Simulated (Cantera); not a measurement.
Cantera run:

```python
import numpy as np
import cantera as ct

gas_names = """
    CL CL2 H HCL H2 Si SiCL SiCL2 SiCL3 SiCL4 SiH SiHCL3 SiH2 SiH2CL2 SiH3 SiH3CL SiH4 Si2 Si3
""".split()
cond_names = """
    Si(cr) Si(L)
""".split()


# ... load() reads the species with a 1 bar reference pressure and builds the phases ...
atoms = {
    'Si': {'Si': 1},
    'Cl2': {'CL': 2},
    'H2': {'H': 2},
}
top_T = {}  # K; cautious upper limits of use, not melting points


# ... equilibrate(T, P, feed) seeds the gas with the atoms and calls Mixture.equilibrate('TP', solver="gibbs", rtol=1e-10, max_steps=50000) ...
results = []
T = 625  # K
P = 100000  # Pa
for m in [0.5, 0.57, 0.64, 0.73, 0.83, 0.94, 1.1, 1.2, 1.4, 1.6, 1.8, 2, 2.3]:
    feed = {'Si': 1, 'Cl2': m, 'H2': 0.41}  # mol
    mix = equilibrate(T, P, feed)
    results.append((T, P, feed, dict(zip(mix.species_names, mix.species_moles))))

top = {s: max(r[3][s] / sum(r[3][g] for g in gas_names) for r in results) for s in gas_names}
cols = sorted((s for s in top if top[s] > 0.0001), key=lambda s: -top[s])[:9]
seen = [c for c in cond_names if any(r[3].get(c, 0) > 1e-12 for r in results)]
print("log10 of partial pressures in bar; condensed amounts in mol")
print(f"{'n(Cl2)':>10s}" + "".join(f"{s[:9]:>10s}" for s in cols + seen))
for T, P, feed, n in results:
    ng = sum(n[g] for g in gas_names)
    print(f"{feed['Cl2']:10.4g}" + "".join(f"{np.log10(max(n[s] / ng * P / 1e5, 1e-99)):10.3f}" for s in cols)
          + "".join(f"{n.get(c, 0):10.4g}" for c in seen))
```

It prints:

```
log10 of partial pressures in bar; condensed amounts in mol
    n(Cl2)     SiCL4        H2       HCL    SiHCL3   SiH2CL2    Si(cr)
       0.5    -0.523    -0.238    -4.153    -0.924    -2.592    0.7301
      0.57    -0.483    -0.264    -4.156    -0.907    -2.598    0.6933
      0.64    -0.449    -0.289    -4.160    -0.894    -2.606    0.6566
      0.73    -0.412    -0.320    -4.166    -0.882    -2.618    0.6095
      0.83    -0.378    -0.352    -4.173    -0.872    -2.633    0.5573
      0.94    -0.347    -0.385    -4.182    -0.866    -2.651    0.5001
       1.1    -0.311    -0.430    -4.196    -0.861    -2.678    0.4171
       1.2    -0.292    -0.457    -4.204    -0.860    -2.695    0.3654
       1.4    -0.261    -0.506    -4.221    -0.861    -2.729    0.2621
       1.6    -0.236    -0.552    -4.238    -0.865    -2.762    0.1592
       1.8    -0.215    -0.594    -4.254    -0.871    -2.794   0.05641
         2    -0.151    -0.541    -2.504    -2.504    -6.124         0
       2.3    -0.233    -1.192    -0.455    -5.286   -11.605         0
```

These are equilibrium values from Cantera (NASA tables, ideal gas, pure condensed phases), not measurements of a reactor.
